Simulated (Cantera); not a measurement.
Input: 1 mol SiC, 0.026 mol N2O, 5.5 mol N2, at 0.00530 bar.

Equilibrium computed with Cantera from the NASA thermochemical tables; the gas is ideal and each condensed phase is pure. Candidate condensed phases: C, Si, SiC, SiO2, Si2N2O, Si3N4; 34 gas species. Mutual solubility and eutectic melting of coexisting phases are not modelled. Rates play no part. All values below are at 1025 °C.

Base state: N2 1.000, CO 4.91e-5 (mole fractions); condensed: C(graphite) + Si2N2O(s) + Si3N4(s).

Q: What changes in the equilibrium state with this change: pressure from 0.00530 bar to 0.00130 bar?

A: 
```
species            before     after
----------------  -------  --------
N2                  1.000     1.000
CO                4.91e-5  0.000378
C(graphite), mol    1.000    0.0458
Si2N2O(s), mol     0.0258    0.0239
Si3N4(s), mol       0.316         0
SiC(s), mol             0     0.952
```
